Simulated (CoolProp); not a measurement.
Vapour pressure (MPa) of CHF3 (R23): the reference equation beside estimates from Tc = 26.1 °C, pc = 4.832 MPa, ω = 0.263.

Values from CoolProp's reference Helmholtz-energy equation of state, Penoncello 2003.

```
T (°C)   reference  Lee-Kesler  van der Waals
-------  ---------  ----------  -------------
-118.55   0.006760    0.006229         0.1669
-115.25   0.009173    0.008512         0.1915
-111.95    0.01227     0.01146         0.2185
-108.75    0.01605     0.01509         0.2472
-105.45    0.02092     0.01979         0.2795
-102.15    0.02694     0.02565         0.3146
-98.85     0.03430     0.03285         0.3526
-95.65     0.04293     0.04134         0.3924
-92.35     0.05358     0.05187         0.4365
-89.05     0.06627     0.06448         0.4838
-85.85     0.08076     0.07894         0.5330
-82.55     0.09825     0.09644         0.5871
-79.25      0.1186      0.1169         0.6447
```

Absolute difference from the reference over all 13 rows, mean and median: Lee-Kesler 4.4 and 4.2 %, van der Waals 1105.3 and 928.0 %.
